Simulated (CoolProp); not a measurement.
Sulfur dioxide along the isobar 8.51 MPa: fugacity coefficient from the reference equation and from simpler models built on Tc = 157.5 °C, pc = 7.887 MPa, ω = 0.256; each cubic takes its own stable root.

Values from CoolProp's reference Helmholtz-energy equation of state, Gao 2016.

```csv
T (°C),phase,reference,Redlich-Kwong,Peng-Robinson
111.75,liquid,0.3499,0.4021,0.3503
123.45,liquid,0.4147,0.4608,0.4142
135.15,liquid,0.4833,0.5203,0.4809
146.75,liquid,0.5533,0.5786,0.5477
158.45,supercritical,0.6228,0.6337,0.6115
170.15,supercritical,0.6717,0.6737,0.6554
181.85,supercritical,0.7044,0.7013,0.6861
193.45,supercritical,0.7315,0.7246,0.7123
205.15,supercritical,0.7552,0.7452,0.7356
216.85,supercritical,0.7761,0.7636,0.7565
228.55,supercritical,0.7949,0.7803,0.7754
240.15,supercritical,0.8116,0.7953,0.7925
251.85,supercritical,0.8269,0.8091,0.8083
```
